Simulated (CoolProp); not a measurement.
Vapour-liquid equilibrium of methanol (1) + dimethyl carbonate (2) at 0.341 MPa; x and y are mole fractions of (1).

Values from CoolProp's multi-fluid Helmholtz-energy mixture model, de Reuck 1993 and Zhou 2011; pair parameters Bell 2016.

```tsv
x	bubble temperature, mixture model (K)	bubble temperature, Raoult's law (K)	y, mixture model	y, Raoult's law
0.05	398.9	403.4	0.200	0.124
0.15	388.9	397.8	0.426	0.321
0.25	383.0	393.1	0.550	0.470
0.35	379.2	389.1	0.629	0.587
0.45	376.7	385.7	0.685	0.682
0.55	374.9	382.6	0.730	0.761
0.65	373.6	379.8	0.773	0.828
0.75	372.7	377.3	0.817	0.886
0.85	372.0	375.1	0.872	0.936
0.95	371.8	373.0	0.948	0.980
```

The largest gap from Raoult's law is -10.1 K in bubble temperature, at x = 0.25. y crosses x between x = 0.85 and 0.95: the model has an azeotrope there.

Pair parameters are fitted to limited data, so mixtures are less certain than the pure fluids.
